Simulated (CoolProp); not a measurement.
Properties of p-xylene along the isobar 0.854 bar (Tc = 343.0 °C, pc = 35.32 bar, ω = 0.324).

Values from CoolProp's reference Helmholtz-energy equation of state, Zhou 2012.

```
T (°C)  phase  cp (kJ/(kg K))  cv (kJ/(kg K))  isothermal compressibility (1/MPa)  conductivity (mW/(m K))
------  -----  --------------  --------------  ----------------------------------  -----------------------
149.05    gas           1.690           1.594                               12.16                     21.5
163.25    gas           1.734           1.641                               12.10                     23.0
177.35    gas           1.778           1.687                               12.05                     24.5
191.45    gas           1.821           1.732                               12.01                     26.1
205.55    gas           1.864           1.776                               11.98                     27.7
219.75    gas           1.906           1.820                               11.95                     29.3
233.85    gas           1.948           1.862                               11.92                     30.9
247.95    gas           1.988           1.904                               11.90                     32.5
262.05    gas           2.028           1.944                               11.89                     34.1
276.25    gas           2.068           1.985                               11.87                     35.8
290.35    gas           2.107           2.024                               11.86                     37.4
304.45    gas           2.144           2.062                               11.85                     39.1
318.55    gas           2.181           2.099                               11.83                     40.8
332.75    gas           2.218           2.136                               11.83                     42.5
346.85    gas           2.253           2.171                               11.82                     44.1
```

Thermal conductivity comes from a separate model (Mylona 2014).
